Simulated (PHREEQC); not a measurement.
A PHREEQC speciation (ion-association model, phreeqc.dat) at 65 °C gives pH 1.50 and these molalities:

| species | mol/kgw |
|---|---|
| H+ | 0.0373 |
| HSO4- | 0.0267 |
| SO4-2 | 0.00583 |
| Mn+2 | 0.000533 |
| MnSO4 | 0.000227 |

### Question
What are the element totals, and what could have been dissolved in 1 kg of water to give them?

### Answer
This is not unique; one that fits is totals Mn(2) 0.000760, S(6) 0.0328 mol/kgw, from 32 mmol/kgw H2SO4 and 0.76 mmol/kgw MnSO4.

This is a speciation only: nothing precipitates in the calculation. Complexes and solids missing from the database can't appear. Constants without temperature data keep their 25 °C values here.
